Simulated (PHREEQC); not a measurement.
A made-up water analysis in mmol/kgw, 20 °C, pH 6.97, pe 0.9:

```json
[
 {"constituent": "Na", "mmol/kgw": "0.187"},
 {"constituent": "K", "mmol/kgw": "0.0458"},
 {"constituent": "Ca", "mmol/kgw": "0.00591"},
 {"constituent": "Mg", "mmol/kgw": "0.0411"},
 {"constituent": "Cl", "mmol/kgw": "0.0511"},
 {"constituent": "S(6)", "mmol/kgw": "0.0869"},
 {"constituent": "Alkalinity (meq/kgw)", "mmol/kgw": "0.0904"},
 {"constituent": "Mn(2)", "mmol/kgw": "0.00499"},
 {"constituent": "Si", "mmol/kgw": "0.000598"},
 {"constituent": "Sr", "mmol/kgw": "7.97e-05"},
 {"constituent": "Li", "mmol/kgw": "0.00186"}
]
```

Valence states are taken as typed.

Computed with PHREEQC (ion-association model, phreeqc.dat).

This is a speciation only: nothing precipitates in the calculation.

Question: Predict the charge-balance error.

Answer: charge-balance error 3.6 %.

Question: In which forms is Mn present?

Answer: Mn+2 98 %, MnSO4 1.1 %, MnHCO3+ 0.7 % of the Mn.
